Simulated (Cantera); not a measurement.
What does this Cantera script print?

```python
import numpy as np
import cantera as ct

gas_names = """
    H HO2 H2 H2O H2O2 O OH O2 O3 V VO VO2
""".split()
cond_names = """
    H2O(s) H2O(L) V(cr) V(L) VO(s) VO(L) V2O3(s) V2O3(L) V2O4(I) V2O4(II) V2O4(L) V2O5(s) V2O5(L)
""".split()


# ... load() reads the species with a 1 bar reference pressure and builds the phases ...
atoms = {
    'V2O3': {'V': 2, 'O': 3},
    'H2': {'H': 2},
    'H2O': {'H': 2, 'O': 1},
}
top_T = {}  # K; cautious upper limits of use, not melting points


# ... equilibrate(T, P, feed) seeds the gas with the atoms and calls Mixture.equilibrate('TP', solver="vcs", rtol=1e-11, max_steps=5000) ...
results = []
P = 1000  # Pa
for T in [1525, 1575, 1625, 1675, 1725, 1775, 1825, 1875, 1925, 1975, 2025, 2075]:
    for m in [5.8, 12, 24, 48, 97, 200, 390, 790, 1600]:
        feed = {'V2O3': 1, 'H2': m, 'H2O': 0.65}  # mol
        mix = equilibrate(T, P, feed)
        results.append((T, P, feed, dict(zip(mix.species_names, mix.species_moles))))

for T, P, feed, n in results:
    print(f"{T:7g} {feed['H2']:10.4g}  " + (" + ".join(c for c in cond_names if n.get(c, 0) > 1e-12) or "gas only"))
```

It prints:

```
   1525        5.8  V2O3(s)
   1525         12  V2O3(s)
   1525         24  V2O3(s)
   1525         48  V2O3(s)
   1525         97  V2O3(s)
   1525        200  VO(s) + V2O3(s)
   1525        390  VO(s) + V2O3(s)
   1525        790  VO(s)
   1525       1600  VO(s)
   1575        5.8  V2O3(s)
   1575         12  V2O3(s)
   1575         24  V2O3(s)
   1575         48  V2O3(s)
   1575         97  V2O3(s)
   1575        200  VO(s) + V2O3(s)
   1575        390  VO(s)
   1575        790  VO(s)
   1575       1600  VO(s)
   1625        5.8  V2O3(s)
   1625         12  V2O3(s)
   1625         24  V2O3(s)
   1625         48  V2O3(s)
   1625         97  VO(s) + V2O3(s)
   1625        200  VO(s) + V2O3(s)
   1625        390  VO(s)
   1625        790  VO(s)
   1625       1600  VO(s)
   1675        5.8  V2O3(s)
   1675         12  V2O3(s)
   1675         24  V2O3(s)
   1675         48  V2O3(s)
   1675         97  VO(s) + V2O3(s)
   1675        200  VO(s)
   1675        390  VO(s)
   1675        790  VO(s)
   1675       1600  VO(s)
   1725        5.8  V2O3(s)
   1725         12  V2O3(s)
   1725         24  V2O3(s)
   1725         48  V2O3(s)
   1725         97  VO(s) + V2O3(s)
   1725        200  VO(s)
   1725        390  VO(s)
   1725        790  VO(s)
   1725       1600  VO(s)
   1775        5.8  V2O3(s)
   1775         12  V2O3(s)
   1775         24  V2O3(s)
   1775         48  V2O3(s)
   1775         97  VO(s) + V2O3(s)
   1775        200  VO(s)
   1775        390  VO(s)
   1775        790  VO(s)
   1775       1600  VO(s)
   1825        5.8  V2O3(s)
   1825         12  V2O3(s)
   1825         24  V2O3(s)
   1825         48  VO(s) + V2O3(s)
   1825         97  VO(s) + V2O3(s)
   1825        200  VO(s)
   1825        390  VO(s)
   1825        790  VO(s)
   1825       1600  VO(s)
   1875        5.8  V2O3(s)
   1875         12  V2O3(s)
   1875         24  V2O3(s)
   1875         48  VO(s) + V2O3(s)
   1875         97  VO(s)
   1875        200  VO(s)
   1875        390  VO(s)
   1875        790  VO(s)
   1875       1600  VO(s)
   1925        5.8  V2O3(s)
   1925         12  V2O3(s)
   1925         24  V2O3(s)
   1925         48  VO(s) + V2O3(s)
   1925         97  VO(s)
   1925        200  VO(s)
   1925        390  VO(s)
   1925        790  VO(s)
   1925       1600  VO(s)
   1975        5.8  V2O3(s)
   1975         12  V2O3(s)
   1975         24  VO(s) + V2O3(s)
   1975         48  VO(s) + V2O3(s)
   1975         97  VO(s)
   1975        200  VO(s)
   1975        390  VO(s)
   1975        790  VO(s)
   1975       1600  VO(s)
   2025        5.8  V2O3(s)
   2025         12  V2O3(s)
   2025         24  VO(s) + V2O3(s)
   2025         48  VO(s) + V2O3(s)
   2025         97  VO(s)
   2025        200  VO(s)
   2025        390  VO(s)
   2025        790  VO(s)
   2025       1600  VO(s)
   2075        5.8  V2O3(s)
   2075         12  V2O3(s)
   2075         24  VO(L) + V2O3(s)
   2075         48  VO(L)
   2075         97  VO(L)
   2075        200  VO(L)
   2075        390  VO(L)
   2075        790  VO(L)
   2075       1600  VO(L)
```

These are equilibrium values from Cantera (NASA tables, ideal gas, pure condensed phases), not measurements of a reactor. Mutual solubility and eutectic melting of coexisting phases are not modelled. VO: taken at fixed stoichiometry. Condensed phases not in the tables: the oxides between V2O3 and V2O5 other than VO2.
